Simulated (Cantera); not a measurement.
Cantera run, input and output.

```python
import numpy as np
import cantera as ct

surf = ct.Interface("diamond.yaml", "diamond_100")
gas, bulk = surf.adjacent["gas"], surf.adjacent["diamond"]
k = surf.kinetics_species_index(bulk.species_names[0])
cover = ["c6HH", "c6H*", "c6*H", "c6**", "c6HM", "c6B"]

rows, drift = [], 0.0
print(f"{'T':>10s}{'um/h':>11s}" + "".join(f"{s:>11s}" for s in cover))
for v in [925, 975, 1025, 1075, 1125, 1175, 1225, 1275, 1325, 1375]:
    T, P, xH, xCH3 = v, 1400, 0.00047, 0.00018
    gas.TPX = T, P, {"H": xH, "CH3": xCH3, "CH4": 0.0068, "H2": 1 - xH - xCH3 - 0.0068}
    surf.TP = bulk.TP = T, P
    surf.coverages = "c6H*:0.1, c6HH:0.9"
    surf.advance_coverages(100.0)
    before = surf.coverages
    surf.advance_coverages(100.0)
    drift = max(drift, np.max(np.abs(surf.coverages - before) / (surf.coverages + 1e-9)))
    rate = surf.net_production_rates[k] * bulk.mean_molecular_weight / bulk.density * 3.6e9
    rows.append([rate, *surf[cover].coverages])
    print(f"{v:10.4g}{rate:11.4e}" + "".join(f"{x:11.3e}" for x in rows[-1][1:]))
```

Output:

```
         T       um/h       c6HH       c6H*       c6*H       c6**       c6HM        c6B
       925 5.5999e-01  5.210e-01  9.368e-03  2.410e-01  3.565e-03  1.767e-01  1.520e-09
       975 5.4147e-01  5.392e-01  1.368e-02  3.010e-01  5.638e-03  1.048e-01  1.469e-09
      1025 3.6604e-01  5.495e-01  1.886e-02  3.606e-01  8.252e-03  4.388e-02  9.933e-10
      1075 2.0751e-01  5.383e-01  2.402e-02  4.040e-01  1.091e-02  1.429e-02  5.631e-10
      1125 1.3537e-01  5.172e-01  2.884e-02  4.318e-01  1.331e-02  4.313e-03  3.673e-10
      1175 1.1555e-01  4.974e-01  3.339e-02  4.493e-01  1.536e-02  1.318e-03  3.135e-10
      1225 1.1043e-01  4.829e-01  3.765e-02  4.595e-01  1.701e-02  4.147e-04  2.997e-10
      1275 9.1543e-02  4.746e-01  4.158e-02  4.637e-01  1.824e-02  1.333e-04  2.484e-10
      1325 5.5336e-02  4.721e-01  4.511e-02  4.628e-01  1.899e-02  4.468e-05  1.502e-10
      1375 2.5601e-02  4.743e-01  4.822e-02  4.579e-01  1.921e-02  1.632e-05  6.947e-11
```

Computed with Cantera and the Harris–Goodwin 1993 mechanism for the reconstructed diamond (100) surface.
